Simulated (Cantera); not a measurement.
Input (Python, Cantera):

```python
import numpy as np
import cantera as ct

gas = ct.Solution("h2o2.yaml")
gas.TPX = 348, 280000, {'H2': 1, 'O2': 0.862, 'N2': 3.24}
flame = ct.FreeFlame(gas, width=0.019)
flame.set_refine_criteria(ratio=3, slope=0.08, curve=0.16)
flame.transport_model = "mixture-averaged"
flame.solve(loglevel=0, auto=True)
z, T = flame.grid, flame.T
thick = (T[-1] - T[0]) / np.gradient(T, z).max()
show = ['H2', 'O2', 'HO2', 'H2O2', 'OH', 'H']
print(f"laminar burning velocity  {flame.velocity[0] * 100:.3f} cm/s")
print(f"burnt temperature         {T[-1]:.1f} K")
print(f"thermal thickness         {thick * 1e3:.4f} mm")
print(f"grid points               {len(z)}")
z0 = z[flame.heat_release_rate.argmax()]
print(f"{'z/mm':>9s}{'T/K':>9s}{'u/(m/s)':>9s}" + "".join(f"{s:>11s}" for s in show))
rows = []
for k in (-3, -2, -1.5, -1, -0.5, -0.25, 0, 0.25, 0.5, 1, 2, 4, 8):
    zz = z0 + k * thick
    rows.append([k * thick, np.interp(zz, z, T), np.interp(zz, z, flame.velocity),
                 *(np.interp(zz, z, flame.X[gas.species_index(s)]) for s in show)])
    print(f"{rows[-1][0] * 1e3:9.3f}{rows[-1][1]:9.1f}{rows[-1][2]:9.3f}" + "".join(f"{x:11.3e}" for x in rows[-1][3:]))
```

It prints:

```
laminar burning velocity  60.717 cm/s
burnt temperature         1787.6 K
thermal thickness         0.1449 mm
grid points               106
     z/mm      T/K  u/(m/s)         H2         O2        HO2       H2O2         OH          H
   -0.435    348.3    0.606  1.933e-01  1.695e-01  3.437e-08  3.680e-08  4.341e-13  5.682e-15
   -0.290    350.5    0.605  1.863e-01  1.709e-01  4.132e-07  4.424e-07  1.020e-11  9.793e-14
   -0.217    356.5    0.609  1.763e-01  1.729e-01  1.968e-06  2.062e-06  1.148e-10  1.004e-12
   -0.145    392.9    0.654  1.510e-01  1.765e-01  2.089e-05  1.847e-05  7.350e-09  1.179e-10
   -0.072    648.5    1.036  9.625e-02  1.699e-01  3.966e-04  1.289e-04  1.970e-05  9.602e-06
   -0.036    978.1    1.544  6.183e-02  1.490e-01  4.439e-04  1.091e-04  3.851e-04  4.675e-04
    0.000   1301.6    2.048  3.160e-02  1.203e-01  2.377e-04  2.135e-05  1.665e-03  2.014e-03
    0.036   1506.4    2.371  1.362e-02  9.905e-02  1.370e-04  4.834e-06  3.638e-03  2.623e-03
    0.072   1617.5    2.545  6.299e-03  8.963e-02  8.784e-05  2.842e-06  4.726e-03  1.998e-03
    0.145   1712.9    2.691  2.307e-03  8.501e-02  4.349e-05  1.520e-06  4.486e-03  7.768e-04
    0.290   1763.3    2.766  7.208e-04  8.425e-02  1.533e-05  7.215e-07  2.889e-03  1.453e-04
    0.579   1780.9    2.792  1.759e-04  8.440e-02  4.276e-06  3.019e-07  1.520e-03  1.812e-05
    1.159   1785.9    2.799  4.974e-05  8.455e-02  1.606e-06  1.398e-07  8.564e-04  3.015e-06
```

Detailed kinetics in Cantera: the H2/O2 subset of GRI-Mech 3.0, which has no nitrogen chemistry. The hydrogen kinetics of GRI-Mech 3.0 are dated; newer H2 mechanisms differ, most at raised pressure. Burning velocities carry a grid error of a few per cent, more on coarse grids. Lean hydrogen flames are cellular in practice and burn faster than this planar one.
